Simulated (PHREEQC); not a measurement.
0.17 g of hydrous ferric oxide (600 m²/g; 0.2 weak and 0.005 strong sites per Fe, Dzombak-Morel constants, diffuse double layer) in 1 kg of water with 0.3 mol/kgw of an inert sodium salt and 1.1e-06 mol CuCl2, at 25 °C; the pH is set by adding NaOH or the inert anion's acid. Oxygen is held at 0.21 atm. The system is closed to CO2. Precipitation was switched off in this run.

Base run: PHREEQC, ion-association model, wateq4f.dat. Each further column changes one thing. The table gives Cu sorbed (%).

```json
[
 {"pH": "3", "base": "0.0", "background salt from 0.3 to 0.03 mol/kgw": "0.0", "oxide from 0.17 to 0.85 g/kgw": "0.1", "0.00017 mol/kgw PbCl2 added": "0.0"},
 {"pH": "4.33", "base": "5.1", "background salt from 0.3 to 0.03 mol/kgw": "6.7", "oxide from 0.17 to 0.85 g/kgw": "21.3", "0.00017 mol/kgw PbCl2 added": "1.0"},
 {"pH": "5", "base": "48.2", "background salt from 0.3 to 0.03 mol/kgw": "51.3", "oxide from 0.17 to 0.85 g/kgw": "82.7", "0.00017 mol/kgw PbCl2 added": "13.8"},
 {"pH": "5.67", "base": "93.4", "background salt from 0.3 to 0.03 mol/kgw": "93.7", "oxide from 0.17 to 0.85 g/kgw": "98.7", "0.00017 mol/kgw PbCl2 added": "64.8"},
 {"pH": "7", "base": "99.9", "background salt from 0.3 to 0.03 mol/kgw": "99.9", "oxide from 0.17 to 0.85 g/kgw": "100.0", "0.00017 mol/kgw PbCl2 added": "98.4"},
 {"pH": "8.33", "base": "100.0", "background salt from 0.3 to 0.03 mol/kgw": "100.0", "oxide from 0.17 to 0.85 g/kgw": "100.0", "0.00017 mol/kgw PbCl2 added": "95.6"},
 {"pH": "9", "base": "99.9", "background salt from 0.3 to 0.03 mol/kgw": "99.9", "oxide from 0.17 to 0.85 g/kgw": "100.0", "0.00017 mol/kgw PbCl2 added": "88.7"},
 {"pH": "9.67", "base": "99.9", "background salt from 0.3 to 0.03 mol/kgw": "99.9", "oxide from 0.17 to 0.85 g/kgw": "100.0", "0.00017 mol/kgw PbCl2 added": "70.2"},
 {"pH": "11", "base": "98.8", "background salt from 0.3 to 0.03 mol/kgw": "99.8", "oxide from 0.17 to 0.85 g/kgw": "99.8", "0.00017 mol/kgw PbCl2 added": "6.8"}
]
```

The database's constant for dissolved Cu(OH)2 is higher than later reviews accept. The oxide is taken as insoluble; below pH 4 it would dissolve.
